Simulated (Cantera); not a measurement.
A closed system holds: 1 mol Al₂O₃, 2.4 mol O₂, equilibrated at 2.50 mbar.

Equilibrium computed with Cantera from the NASA thermochemical tables; the gas is ideal and each condensed phase is pure. Candidate condensed phases: Al, Al₂O₃; 9 gas species. Equilibrium is a limit: real reactors are often held back by kinetics, nucleation or transport.

x: gas mole fraction; n: condensed amount in mol.

| T (K) | x O₂ | x O | x AlO | x AlO₂ | x Al | x Al₂O₂ | n Al₂O₃(s) | n Al₂O₃(l) |
|---|---|---|---|---|---|---|---|---|
| 1198 | 1.00 | 4.80e-7 | <1e-12 | <1e-12 | <1e-12 | <1e-12 | 1.00 | 0 |
| 1298 | 1.000 | 3.41e-6 | <1e-12 | <1e-12 | <1e-12 | <1e-12 | 1.00 | 0 |
| 1398 | 1.000 | 1.83e-5 | <1e-12 | <1e-12 | <1e-12 | <1e-12 | 1.00 | 0 |
| 1498 | 1.000 | 7.89e-5 | <1e-12 | <1e-12 | <1e-12 | <1e-12 | 1.00 | 0 |
| 1598 | 1.000 | 0.000283 | <1e-12 | <1e-12 | <1e-12 | <1e-12 | 1.00 | 0 |
| 1698 | 0.999 | 0.000875 | <1e-12 | <1e-12 | <1e-12 | <1e-12 | 1.00 | 0 |
| 1798 | 0.998 | 0.00239 | 1.40e-11 | (withheld) | <1e-12 | <1e-12 | 1.00 | 0 |
| 1898 | 0.994 | 0.00585 | 3.13e-10 | (withheld) | <1e-12 | <1e-12 | 1.00 | 0 |
| 1998 | 0.987 | 0.0131 | 5.14e-9 | (withheld) | 6.49e-12 | <1e-12 | 1.00 | 0 |
| 2098 | 0.973 | 0.0270 | 6.43e-8 | (withheld) | 1.74e-10 | 2.65e-12 | 1.00 | 0 |
| 2198 | 0.948 | 0.0520 | 6.40e-7 | (withheld) | 3.46e-9 | 6.68e-11 | 1.000 | 0 |
| 2298 | 0.907 | 0.0935 | 5.22e-6 | (withheld) | 5.38e-8 | 1.27e-9 | 1.000 | 0 |
| 2398 | 0.842 | 0.158 | 3.30e-5 | (withheld) | 6.22e-7 | 1.61e-8 | 0 | 1.000 |
| 2498 | 0.751 | 0.249 | 0.000175 | (withheld) | 5.87e-6 | 1.57e-7 | 0 | 1.000 |

Task: What belongs in the gaps?

Result: 
- 1798, x AlO₂: 9.44e-12
- 1898, x AlO₂: 1.26e-10
- 1998, x AlO₂: 1.29e-9
- 2098, x AlO₂: 1.05e-8
- 2198, x AlO₂: 7.06e-8
- 2298, x AlO₂: 3.96e-7
- 2398, x AlO₂: 1.75e-6
- 2498, x AlO₂: 6.49e-6
